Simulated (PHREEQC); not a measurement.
Solution (25 °C): 3 mmol/kgw NiSO4, 31 mmol/kgw Na2SO4 and 0.11 mmol/kgw FeSO4. Closed to the air; pH follows from the charge balance.

The numbers come from PHREEQC with the ion-association model, wateq4f.dat.

No solid was allowed to form.

Q: Predict the pH.

A: pH 6.64.

Q: In which forms is S present?

A: SO4-2 86 %, NaSO4- 9.6 %, NiSO4 3.9 % of the S.
